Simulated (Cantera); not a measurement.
Equilibrium for carbon deposition, reforming and gasification: acetone + NH₃ + N₂

Charge: 1 mol acetone, 2.8 mol NH₃, 12 mol N₂, held at 70000 Pa.

These are equilibrium values from Cantera (NASA tables, ideal gas, pure condensed phases), not measurements of a reactor. Candidate condensed phases: C, C₆H₆, C₇H₈, C₈H₁₈, H₂O; 136 gas species. The feed counts by its element totals alone. Equilibrium is a limit: real reactors are often held back by kinetics, nucleation or transport.

From 2050 K to 2750 K the condensed part is C(graphite). At 2850 K nothing is condensed. The main C-bearing gas is CO at 2050 K and HCN at 2850 K. The share of C in condensed phases is highest at 2050 K (60.0 %) and lowest at 2850 K (0.0 %).

| T (K) | x N₂ | x H₂ | x H | x HCN | x CO | n C(graphite) |
|---|---|---|---|---|---|---|
| 2050 | 0.616 | 0.328 | 0.00155 | 0.00802 | 0.0463 | 1.80 |
| 2150 | 0.613 | 0.325 | 0.00287 | 0.0114 | 0.0462 | 1.71 |
| 2250 | 0.610 | 0.320 | 0.00502 | 0.0156 | 0.0462 | 1.59 |
| 2350 | 0.606 | 0.315 | 0.00836 | 0.0207 | 0.0461 | 1.43 |
| 2450 | 0.601 | 0.307 | 0.0133 | 0.0268 | 0.0460 | 1.23 |
| 2550 | 0.595 | 0.297 | 0.0203 | 0.0336 | 0.0458 | 0.993 |
| 2650 | 0.587 | 0.284 | 0.0299 | 0.0412 | 0.0456 | 0.708 |
| 2750 | 0.578 | 0.269 | 0.0424 | 0.0492 | 0.0453 | 0.375 |
| 2850 | 0.568 | 0.251 | 0.0582 | 0.0573 | 0.0449 | 0 |
x: gas mole fraction; n: condensed amount in mol.
